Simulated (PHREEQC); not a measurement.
Consider water at 25 °C with 0.061 mol FeSO4 and 0.043 mol HCl per kg of water. Closed to the air; pH follows from the charge balance.

The numbers come from PHREEQC with the ion-association model, phreeqc.dat.

**Question.** The ionic strength comes out as 0.171 mol/kgw. What activity coefficients do H+, SO4-2, HSO4-, Cl-, Fe+2 get?

**Answer.** H+ 0.80, SO4-2 0.31, HSO4- 0.75, Cl- 0.73, Fe+2 0.34.

Precipitation was switched off in this run. Species that the database lacks are ignored.
